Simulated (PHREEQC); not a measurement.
## Acid mine or pickling water

A made-up water analysis in mg/L, 25 °C, pH 2.46, pe 10.3: Na 10.9; K 161; Ca 53.8; Mg 16.4; Cl 72.2; S(6) as SO4 770; O(0) (dissolved oxygen) 1.46; Li 0.454; Al 25.1.

Valence states are taken as typed.

All values are PHREEQC results (ion-association model, phreeqc.dat), not measurements.

```yaml
ionic_strength: 0.0208 mol/kgw
total_alkalinity: -5.12 meq/kg
charge_balance_error: -5.5 %
```

```
species  molality  activity   log γ
-------  --------  --------  ------
SO4-2     0.00537   0.00310  -0.239
K+        0.00404   0.00349  -0.063
H+        0.00391   0.00347  -0.052
Cl-       0.00204   0.00177  -0.062
HSO4-     0.00120   0.00104  -0.061
Ca+2      0.00101  0.000590  -0.234
AlSO4+   0.000686  0.000597  -0.061
Mg+2     0.000473  0.000279  -0.229
Na+      0.000467  0.000407  -0.060
CaSO4    0.000324  0.000325   0.002
MgSO4    0.000202  0.000203   0.002
Al+3     0.000177   6.09e-5  -0.464
```

No solid was allowed to form.
